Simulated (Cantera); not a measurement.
A perfectly stirred reactor is fed with 9.09 % CH4, 3.73 % CO, 21.8 % O2, 65.4 % N2, at 7.90 bar; it is adiabatic with a 725 K inlet, and is followed from long to short residence time, starting on the burning branch (τ in s: 0.039, 0.017, 0.0077, 0.0034, 0.0015, 0.00068, 0.0003, 0.00013, 6e-05, 2.7e-05, 1.2e-05).

Computed with Cantera and GRI-Mech 3.0 (53 species, 325 reactions).

x: mole fraction; the columns are a selection and need not sum to one.

```csv
τ (s),T (K),x CH4,x CO,x O2,x CH2,x CO2,x N2O,x O
0.039,2610,3.53e-7,0.0174,0.0220,1.99e-8,0.111,1.16e-6,0.00130
0.017,2610,8.03e-7,0.0174,0.0222,4.54e-8,0.111,1.17e-6,0.00131
0.0077,2610,1.75e-6,0.0176,0.0226,9.94e-8,0.111,1.17e-6,0.00134
0.0034,2610,3.87e-6,0.0178,0.0233,2.21e-7,0.111,1.17e-6,0.00139
0.0015,2606,8.47e-6,0.0184,0.0244,4.87e-7,0.110,1.17e-6,0.00147
0.00068,2597,1.78e-5,0.0195,0.0257,1.02e-6,0.109,1.15e-6,___
0.00030,2575,3.74e-5,0.0218,0.0275,2.10e-6,0.106,1.12e-6,___
0.00013,2534,7.71e-5,0.0258,0.0301,4.10e-6,0.102,1.06e-6,___
6.0e-5,2474,0.000147,0.0311,0.0334,7.13e-6,0.0958,9.94e-7,___
2.7e-5,2392,0.000292,0.0383,0.0380,1.20e-5,0.0876,9.00e-7,___
1.2e-5,2287,0.000640,0.0479,0.0447,2.06e-5,0.0766,7.90e-7,___
```

**Question.** Complete the blanks.

**Answer.** 
- 0.00068, x O: 0.00160
- 0.00030, x O: 0.00183
- 0.00013, x O: 0.00226
- 6.0e-5, x O: 0.00288
- 2.7e-5, x O: 0.00371
- 1.2e-5, x O: 0.00441
